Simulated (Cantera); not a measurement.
Charge: 1 mol Si2Cl6, 0.19 mol NH3, 57 mol H2, held at 1802 °C and 10000 Pa.

These are equilibrium values from Cantera (NASA tables, ideal gas, pure condensed phases), not measurements of a reactor. Candidate condensed phases: NH4Cl, Si, Si3N4; 28 gas species. The feed counts by its element totals alone. The tables' values for SiCl, SiCl3 are old estimates; treat these amounts as uncertain. Gases not in the tables: Si2H6 and higher silanes. Rates play no part.

Question: What is the equilibrium state?

Answer: 
| Item | Result |
|---|---|
| x(H2) | 0.903 |
| x(HCl) | 0.0722 |
| x(SiCl2) | 0.0127 |
| x(H) | 0.00800 |
| x(N2) | 0.00156 |
| x(Si) | 0.00102 |
| x(SiCl) | 0.000514 |
| x(Cl) | 0.000473 |
| x(SiH) | 0.000175 |
| n(Si(l)) | 1.11 mol |
| gas amount | 60.72 mol |
